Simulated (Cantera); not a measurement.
Cantera run, input and output.

```python
import numpy as np
import cantera as ct

gas = ct.Solution("h2o2.yaml")
gas.TPX = 700, 690000, {'H2': 1, 'O2': 0.588, 'N2': 1.53}
flame = ct.FreeFlame(gas, width=0.01)
flame.set_refine_criteria(ratio=3, slope=0.08, curve=0.16)
flame.transport_model = "mixture-averaged"
flame.solve(loglevel=0, auto=True)
z, T = flame.grid, flame.T
thick = (T[-1] - T[0]) / np.gradient(T, z).max()
show = ['H2', 'O2', 'H2O2', 'OH', 'O', 'HO2']
print(f"laminar burning velocity  {flame.velocity[0] * 100:.3f} cm/s")
print(f"burnt temperature         {T[-1]:.1f} K")
print(f"thermal thickness         {thick * 1e3:.4f} mm")
print(f"grid points               {len(z)}")
z0 = z[flame.heat_release_rate.argmax()]
print(f"{'z/mm':>9s}{'T/K':>9s}{'u/(m/s)':>9s}" + "".join(f"{s:>11s}" for s in show))
rows = []
for k in (-3, -2, -1.5, -1, -0.5, -0.25, 0, 0.25, 0.5, 1, 2, 4, 8):
    zz = z0 + k * thick
    rows.append([k * thick, np.interp(zz, z, T), np.interp(zz, z, flame.velocity),
                 *(np.interp(zz, z, flame.X[gas.species_index(s)]) for s in show)])
    print(f"{rows[-1][0] * 1e3:9.3f}{rows[-1][1]:9.1f}{rows[-1][2]:9.3f}" + "".join(f"{x:11.3e}" for x in rows[-1][3:]))
```

Output:

```
laminar burning velocity  1146.305 cm/s
burnt temperature         2777.3 K
thermal thickness         0.0366 mm
grid points               111
     z/mm      T/K  u/(m/s)         H2         O2       H2O2         OH          O        HO2
   -0.110    700.0   11.463  3.207e-01  1.886e-01  4.297e-13  6.178e-15  1.021e-13  6.809e-11
   -0.073    700.0   11.463  3.207e-01  1.886e-01  4.495e-11  1.775e-12  2.929e-11  6.872e-09
   -0.055    700.0   11.462  3.206e-01  1.886e-01  6.263e-10  3.427e-11  5.607e-10  9.407e-08
   -0.037    700.5   11.459  3.199e-01  1.888e-01  2.785e-08  3.494e-09  3.652e-08  3.853e-06
   -0.018    742.6   11.949  3.063e-01  1.908e-01  1.481e-05  9.526e-05  2.165e-05  7.334e-04
   -0.009   1042.5   16.123  2.546e-01  1.841e-01  7.930e-05  1.779e-03  8.039e-04  1.029e-03
    0.000   1543.6   23.030  1.537e-01  1.387e-01  1.826e-05  7.588e-03  6.498e-03  5.427e-04
    0.009   1900.3   27.970  7.677e-02  8.293e-02  5.361e-06  1.836e-02  1.319e-02  2.606e-04
    0.018   2095.2   30.613  4.991e-02  5.865e-02  3.687e-06  2.572e-02  1.543e-02  1.431e-04
    0.037   2299.7   33.230  3.844e-02  4.736e-02  2.578e-06  3.012e-02  1.360e-02  7.672e-05
    0.073   2492.2   35.552  3.080e-02  4.232e-02  2.002e-06  3.014e-02  9.592e-03  4.270e-05
    0.146   2647.8   37.348  2.265e-02  3.864e-02  1.812e-06  2.755e-02  6.197e-03  2.731e-05
    0.292   2743.0   38.411  1.649e-02  3.639e-02  1.934e-06  2.458e-02  4.242e-03  2.263e-05
```

Detailed kinetics in Cantera: the H2/O2 subset of GRI-Mech 3.0, which has no nitrogen chemistry. The hydrogen kinetics of GRI-Mech 3.0 are dated; newer H2 mechanisms differ, most at raised pressure. Burning velocities carry a grid error of a few per cent, more on coarse grids.
